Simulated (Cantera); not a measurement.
Thermodynamics of aluminium nitride and oxide growth, feed Al(CH₃)₃ + N₂O + N₂

Input: 1 mol Al(CH₃)₃, 45 mol N₂O, 1.3 mol N₂, at 1948 K.

Equilibrium computed with Cantera from the NASA thermochemical tables; the gas is ideal and each condensed phase is pure. Candidate condensed phases: Al, AlN, Al₂O₃, C, C₆H₆, C₇H₈, C₈H₁₈, H₂O; 148 gas species. The feed counts by its element totals alone. Gases not in the tables: Al(OH)₃. Equilibrium is a limit: real reactors are often held back by kinetics, nucleation or transport.

From 0.000100 bar to 1.00 bar the condensed part is Al₂O₃(s).

```
P (Pa)  log p N₂  log p O₂  log p H₂O  log p CO₂  log p O  log p OH  n Al₂O₃(s)
------  --------  --------  ---------  ---------  -------  --------  ----------
10         -4.19     -4.66      -5.28      -5.45    -5.68     -5.94       0.500
46         -3.53     -3.99      -4.58      -4.75    -5.35     -5.42       0.500
220        -2.84     -3.30      -3.88      -4.05    -5.00     -4.90       0.500
1000       -2.18     -2.64      -3.21      -3.38    -4.67     -4.40       0.500
4600       -1.52     -1.98      -2.54      -2.71    -4.34     -3.90       0.500
22000      -0.84     -1.29      -1.86      -2.03    -4.00     -3.39       0.500
100000     -0.18     -0.64      -1.20      -1.37    -3.67     -2.89       0.500
```
log p: log10 of the partial pressure in bar; n: condensed amount in mol.
